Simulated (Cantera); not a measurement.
What does this Cantera script print?

```python
import numpy as np
import cantera as ct

gas_names = """
    Fe FeO Fe(OH)2 H HO2 H2 H2O H2O2 O OH O2 O3
""".split()
cond_names = """
    Fe(a) Fe(c) Fe(d) Fe(L) FeO(s) FeO(L) Fe(OH)2(s) Fe(OH)3(s) Fe2O3(s) Fe3O4(s) H2O(s) H2O(L)
""".split()


# ... load() reads the species with a 1 bar reference pressure and builds the phases ...
atoms = {
    'Fe2O3': {'Fe': 2, 'O': 3},
    'H2': {'H': 2},
    'H2O': {'H': 2, 'O': 1},
}
top_T = {'Fe2O3(s)': 1830, 'Fe3O4(s)': 1870}  # K; cautious upper limits of use, not melting points


# ... equilibrate(T, P, feed) seeds the gas with the atoms and calls Mixture.equilibrate('TP', solver="vcs", rtol=1e-11, max_steps=5000) ...
results = []
feed = {'Fe2O3': 1, 'H2': 560, 'H2O': 0.064}  # mol
T = 1475  # K
P = 14000  # Pa
mix = equilibrate(T, P, feed)
results.append((T, P, feed, dict(zip(mix.species_names, mix.species_moles))))
x = sorted(zip(gas.X, gas.species_names), reverse=True)
print(f"T = {T:g} K  P = {P:g} Pa  gas = {mix.phase_moles(0):.4g} mol")
print("   x: " + "  ".join(f"{s} {v:.3e}" for v, s in x if v > 1e-05))
print("   condensed (mol): " + ("  ".join(f"{mix.phase(i).name} {mix.phase_moles(i):.4g}"
      for i in range(1, mix.n_phases) if mix.phase_moles(i) > 1e-12) or "none"))
```

It prints:

```
T = 1475 K  P = 14000 Pa  gas = 560.1 mol
   x: H2 9.945e-01  H2O 5.471e-03  H 3.457e-05
   condensed (mol): Fe(c) 2
```

Method: chemical equilibrium by Gibbs-energy minimisation in Cantera with the NASA 1993 tables (ideal gas, pure condensed phases).
